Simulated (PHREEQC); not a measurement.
Consider water at 60 °C with 0.02 mol/kgw CdCl2, 4.8e-05 mol/kgw Na2SO4 and 0.12 mol/kgw HCl. Closed to the air; pH follows from the charge balance.

Model: ion-association model, phreeqc.dat, run in PHREEQC.

```yaml
pH: 1.02
ionic_strength: 0.141 mol/kgw
density: 0.988 g/cm³
total_alkalinity: -120 meq/kg
```

```tsv
species	molality	activity	log γ
Cl-	0.137	0.0999	-0.138
H+	0.120	0.0961	-0.096
CdCl+	0.0124	0.00929	-0.126
CdCl2	0.00420	0.00434	0.014
Cd+2	0.00280	0.000877	-0.504
CdCl3-	0.000586	0.000439	-0.126
Na+	9.60e-5	7.22e-5	-0.124
HSO4-	4.29e-5	3.21e-5	-0.126
SO4-2	4.71e-6	1.46e-6	-0.509
CdSO4	4.32e-7	4.46e-7	0.014
```

This is a speciation only: nothing precipitates in the calculation. Away from 25 °C the constants follow the database's enthalpies or fits; those with neither stay at their 25 °C values.
